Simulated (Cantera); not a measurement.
An isothermal plug-flow reactor at 1100 K and 3.30 bar (inlet), inlet velocity 1.8 m/s, active area per volume 460 1/m; feed CH4 : O2 : N2 = 0.0063 : 0.19 : 0.79 (molar parts).

Cantera simulation using Deutschmann's 1995 Pt surface mechanism with GRI-Mech 3.0 gas chemistry; the numbers are that mechanism's predictions, not measurements. Catalytic surfaces can have several steady states; this one follows from the mechanism file's or the stated starting coverage. Mass transfer to the wall is taken as infinitely fast.

Q: What does this change do: temperature 1100 to 1123 K?

A: 
```
quantity                  before     after
----------------------  --------  --------
x(CH4) at z = 0.091 m   0.000452  0.000196
x(O2) at z = 0.091 m       0.181     0.180
x(H2O) at z = 0.091 m     0.0117    0.0123
x(CO2) at z = 0.091 m    0.00578   0.00608
x(CO) at z = 0.091 m     1.89e-6   9.76e-7
θ(free Pt) at the exit     0.202     0.224
θ(O*) at the exit          0.795     0.774
θ(OH*) at the exit       0.00258   0.00256
```

Q: What does this change do: pressure from 3.30 bar to 7.90 bar?

A: 
| quantity | before | after |
|---|---|---|
| x(CH4) at z = 0.091 m | 0.000452 | 0.000305 |
| x(O2) at z = 0.091 m | 0.181 | 0.181 |
| x(H2O) at z = 0.091 m | 0.0117 | 0.0120 |
| x(CO2) at z = 0.091 m | 0.00578 | 0.00596 |
| x(CO) at z = 0.091 m | 1.89e-6 | 2.91e-6 |
| θ(free Pt) at the exit | 0.202 | 0.159 |
| θ(O*) at the exit | 0.795 | 0.838 |
| θ(OH*) at the exit | 0.00258 | 0.00368 |
